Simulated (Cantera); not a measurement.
A closed system holds: 1 mol Si, 4.9 mol HCl, 4.5 mol H2, at 76000 Pa.

Method: chemical equilibrium by Gibbs-energy minimisation in Cantera with the NASA 1993 tables (ideal gas, pure condensed phases). Candidate condensed phases: Si; 19 gas species. The tables' values for SiCl3 are old estimates; treat these amounts as uncertain. Equilibrium is a limit: real reactors are often held back by kinetics, nucleation or transport.

At 625 °C, list the 4 most abundant gas species with their mole fractions, and the condensed phases.

H2 0.771, SiCl4 0.117, HCl 0.109, SiHCl3 0.00229. Condensed: gas only.
